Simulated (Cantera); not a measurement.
Cantera run:

```python
import numpy as np
import cantera as ct

gas_names = """
    CL CL2 H HCL H2 N NH NH2 NH3 N2 N2H2 N2H4 Si SiCL SiCL2 SiCL3 SiCL4 SiH SiHCL3 SiH2 SiH2CL2 SiH3
    SiH3CL SiH4 SiN Si2 Si2N Si3
""".split()
cond_names = """
    NH4CL(a) NH4CL(b) Si(cr) Si(L) Si3N4(a)
""".split()


# ... load() reads the species with a 1 bar reference pressure and builds the phases ...
atoms = {
    'SiCl4': {'Si': 1, 'CL': 4},
    'HCl': {'H': 1, 'CL': 1},
    'N2': {'N': 2},
}
top_T = {'Si3N4(a)': 2400}  # K; cautious upper limits of use, not melting points


# ... equilibrate(T, P, feed) seeds the gas with the atoms and calls Mixture.equilibrate('TP', solver="vcs", rtol=1e-11, max_steps=5000) ...
results = []
feed = {'SiCl4': 1, 'HCl': 1.1, 'N2': 3.4}  # mol
P = 1333.22  # Pa
for T in [1148, 1173, 1198, 1223, 1248, 1273, 1298, 1323, 1348, 1373, 1398, 1423, 1448, 1473]:
    mix = equilibrate(T, P, feed)
    results.append((T, P, feed, dict(zip(mix.species_names, mix.species_moles))))

top = {s: max(r[3][s] / sum(r[3][g] for g in gas_names) for r in results) for s in gas_names}
cols = sorted((s for s in top if top[s] > 1e-06), key=lambda s: -top[s])[:9]
seen = [c for c in cond_names if any(r[3].get(c, 0) > 1e-12 for r in results)]
print("log10 of partial pressures in bar; condensed amounts in mol")
print(f"{'T/K':>10s}" + "".join(f"{s[:9]:>10s}" for s in cols + seen))
for T, P, feed, n in results:
    ng = sum(n[g] for g in gas_names)
    print(f"{T:10.4g}" + "".join(f"{np.log10(max(n[s] / ng * P / 1e5, 1e-99)):10.3f}" for s in cols)
          + "".join(f"{n.get(c, 0):10.4g}" for c in seen))
```

Output:

```
log10 of partial pressures in bar; condensed amounts in mol
       T/K        N2       HCL     SiCL4        CL     SiCL3     SiCL2       CL2        H2    SiHCL3
      1148    -2.084    -2.574    -2.616    -6.242    -6.313    -8.967    -7.340    -7.064    -8.803
      1173    -2.084    -2.574    -2.616    -6.062    -6.111    -8.612    -7.224    -6.997    -8.671
      1198    -2.084    -2.574    -2.616    -5.888    -5.920    -8.277    -7.107    -6.937    -8.549
      1223    -2.084    -2.574    -2.616    -5.719    -5.739    -7.961    -6.992    -6.884    -8.436
      1248    -2.084    -2.574    -2.616    -5.555    -5.567    -7.660    -6.877    -6.836    -8.331
      1273    -2.084    -2.574    -2.616    -5.396    -5.404    -7.375    -6.765    -6.793    -8.233
      1298    -2.084    -2.574    -2.617    -5.242    -5.248    -7.103    -6.655    -6.753    -8.141
      1323    -2.084    -2.574    -2.617    -5.092    -5.099    -6.843    -6.547    -6.716    -8.054
      1348    -2.084    -2.575    -2.618    -4.948    -4.957    -6.595    -6.442    -6.683    -7.972
      1373    -2.084    -2.575    -2.619    -4.808    -4.821    -6.357    -6.339    -6.651    -7.895
      1398    -2.085    -2.575    -2.620    -4.673    -4.690    -6.130    -6.239    -6.623    -7.821
      1423    -2.085    -2.575    -2.622    -4.541    -4.565    -5.912    -6.142    -6.596    -7.752
      1448    -2.085    -2.575    -2.624    -4.414    -4.446    -5.704    -6.047    -6.571    -7.687
      1473    -2.086    -2.576    -2.626    -4.291    -4.332    -5.504    -5.954    -6.549    -7.626
```

Method: chemical equilibrium by Gibbs-energy minimisation in Cantera with the NASA 1993 tables (ideal gas, pure condensed phases). The tables' values for SiCl3 are old estimates; treat these amounts as uncertain.
